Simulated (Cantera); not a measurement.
Input: 1 mol B2O3, 0.47 mol O2, 13 mol H2, held at 1000 Pa.

Cantera equilibrium calculation (NASA polynomials, part measured and part estimated; ideal gas, pure solids and liquids). Candidate condensed phases: B, B2O3, B3O3H3, H2O; 23 gas species. The numbers say what is thermodynamically allowed, not how fast it happens. All values below are at 2098 K.

Base state: H2 0.816, HBO2 0.0786, H2O 0.0366, H 0.0278, B2O3 0.0204, HBO 0.0134, BO 0.00608, B2O2 0.000525 (mole fractions); condensed: gas only.

What changes in the equilibrium state with this change: pressure from 1000 Pa to 8400 Pa?


```csv
species,before,after
H2,0.816,0.835
HBO2,0.0786,0.0801
H2O,0.0366,0.0355
H,0.0278,0.00970
BO,0.00608,0.00223
HBO,0.0134,0.0145
B2O3,0.0204,0.0219
OH,0.000148,4.89e-5
BO2,0.000383,0.000133
B2O2,0.000525,0.000595
```

What changes in the equilibrium state with this change: O2 from 0.47 to 0.2 mol?


| species | before | after |
|---|---|---|
| H2 | 0.816 | 0.840 |
| HBO2 | 0.0786 | 0.0572 |
| H | 0.0278 | 0.0282 |
| H2O | 0.0366 | 0.0166 |
| HBO | 0.0134 | 0.0222 |
| B2O3 | 0.0204 | 0.0239 |
| B2O2 | 0.000525 | 0.00139 |
| OH | 0.000148 | 6.63e-5 |
| BO | 0.00608 | 0.00989 |
| BO2 | 0.000383 | 0.000275 |
